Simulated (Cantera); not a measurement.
Feed: 1 mol Ta₂O₅, 4.9 mol CH₄, 0.52 mol H₂, 7.2 mol C, equilibrated at 0.00840 bar.

Method: chemical equilibrium by Gibbs-energy minimisation in Cantera with the NASA 1993 tables (ideal gas, pure condensed phases). Candidate condensed phases: C, C₆H₆, C₇H₈, C₈H₁₈, H₂O, Ta, TaC, Ta₂O₅; 113 gas species. Mutual solubility and eutectic melting of coexisting phases are not modelled. TaC: taken at fixed stoichiometry. Condensed phases not in the tables: Ta₂C. Kinetics and transport are ignored. All values below are at 1023 K.

Base state: H₂ 0.902, CO 0.0973, CH₄ 0.000513, H₂O 0.000202, CO₂ 2.84e-5 (mole fractions); condensed: C(graphite) + TaC(s) + Ta₂O₅(s).

Task: What changes in the equilibrium state with this change: Ta₂O₅ replaced by Cu₂O?

Result: 
| species | before | after |
|---|---|---|
| H₂ | 0.902 | 0.911 |
| CO | 0.0973 | 0.0882 |
| CH₄ | 0.000513 | 0.000523 |
| H₂O | 0.000202 | 0.000185 |
| CO₂ | 2.84e-5 | 2.34e-5 |
| C(graphite), mol | 10.5 | 11.1 |
| TaC(s), mol | 0.446 | 0 |
| Ta₂O₅(s), mol | 0.777 | 0 |
| Cu(s), mol | 0 | 2.00 |
Further candidate phases: Cu, CuO, Cu(OH)₂, Cu₂O.
